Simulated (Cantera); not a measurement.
A Cantera script and its output.

```python
import numpy as np
import cantera as ct

gas = ct.Solution("h2o2.yaml")
gas.TPX = 325, 310000, {'H2': 1, 'O2': 0.179, 'N2': 0.671}
flame = ct.FreeFlame(gas, width=0.018)
flame.set_refine_criteria(ratio=3, slope=0.08, curve=0.16)
flame.transport_model = "mixture-averaged"
flame.solve(loglevel=0, auto=True)
z, T = flame.grid, flame.T
thick = (T[-1] - T[0]) / np.gradient(T, z).max()
show = ['H2', 'O2', 'O', 'H', 'HO2', 'OH']
print(f"laminar burning velocity  {flame.velocity[0] * 100:.3f} cm/s")
print(f"burnt temperature         {T[-1]:.1f} K")
print(f"thermal thickness         {thick * 1e3:.4f} mm")
print(f"grid points               {len(z)}")
z0 = z[flame.heat_release_rate.argmax()]
print(f"{'z/mm':>9s}{'T/K':>9s}{'u/(m/s)':>9s}" + "".join(f"{s:>11s}" for s in show))
rows = []
for k in (-3, -2, -1.5, -1, -0.5, -0.25, 0, 0.25, 0.5, 1, 2, 4, 8):
    zz = z0 + k * thick
    rows.append([k * thick, np.interp(zz, z, T), np.interp(zz, z, flame.velocity),
                 *(np.interp(zz, z, flame.X[gas.species_index(s)]) for s in show)])
    print(f"{rows[-1][0] * 1e3:9.3f}{rows[-1][1]:9.1f}{rows[-1][2]:9.3f}" + "".join(f"{x:11.3e}" for x in rows[-1][3:]))
```

Output:

```
laminar burning velocity  258.025 cm/s
burnt temperature         1851.1 K
thermal thickness         0.0946 mm
grid points               112
     z/mm      T/K  u/(m/s)         H2         O2          O          H        HO2         OH
   -0.284    325.0    2.580  5.405e-01  9.676e-02  1.726e-11  1.270e-15  1.735e-10  3.793e-14
   -0.189    325.1    2.581  5.405e-01  9.676e-02  2.615e-10  2.168e-14  4.251e-09  7.058e-13
   -0.142    325.5    2.583  5.404e-01  9.680e-02  2.590e-09  3.830e-13  6.666e-08  1.614e-11
   -0.095    329.9    2.613  5.391e-01  9.707e-02  4.177e-08  9.150e-11  2.096e-06  4.026e-09
   -0.047    435.1    3.356  5.232e-01  9.850e-02  4.686e-06  1.379e-05  3.707e-04  2.441e-05
   -0.024    749.3    5.594  4.896e-01  8.904e-02  1.032e-04  1.954e-03  5.521e-04  4.708e-04
    0.000   1103.1    8.075  4.446e-01  6.580e-02  4.548e-04  1.097e-02  2.297e-04  5.843e-04
    0.024   1349.5    9.830  4.023e-01  3.675e-02  7.528e-04  2.338e-02  1.068e-04  8.552e-04
    0.047   1488.5   10.840  3.760e-01  1.606e-02  5.438e-04  3.122e-02  4.411e-05  9.207e-04
    0.095   1603.5   11.657  3.619e-01  2.502e-03  1.438e-04  3.243e-02  6.467e-06  8.236e-04
    0.189   1683.0   12.181  3.644e-01  1.332e-04  4.347e-05  2.516e-02  3.308e-07  7.234e-04
    0.378   1747.4   12.591  3.700e-01  6.613e-06  1.986e-05  1.667e-02  2.429e-08  5.578e-04
    0.756   1793.8   12.881  3.745e-01  2.101e-06  7.776e-06  1.005e-02  9.334e-09  3.731e-04
```

Computed with Cantera and the H2/O2 subset of GRI-Mech 3.0, which has no nitrogen chemistry. The hydrogen kinetics of GRI-Mech 3.0 are dated; newer H2 mechanisms differ, most at raised pressure. Burning velocities carry a grid error of a few per cent, more on coarse grids.
